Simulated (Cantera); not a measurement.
An isothermal plug-flow reactor at 875 K and 100000 Pa (inlet), inlet velocity 3.7 m/s, active area per volume 100 1/m; feed 1.82 % H₂, 2.31 % O₂, 95.9 % N₂, equivalence ratio 0.39.

Cantera simulation using Deutschmann's 1995 Pt surface mechanism with GRI-Mech 3.0 gas chemistry; the numbers are that mechanism's predictions, not measurements. Catalytic surfaces can have several steady states; this one follows from the mechanism file's or the stated starting coverage. Mass transfer to the wall is taken as infinitely fast.

One state of this run: x H₂ = 0.0112; x O₂ = 0.0196; x H₂O = 0.00711; θ free Pt = 0.995; θ H* = 0.00536; θ O* = 1.70e-5; θ OH* = 3.71e-5. x: gas mole fraction; θ: surface coverage.

Problem. Which value of z (m) does it belong to?
(A) 0.0098
(B) 0.0014
(C) 0.037
(D) 0.00071

Solution. D, 0.00071
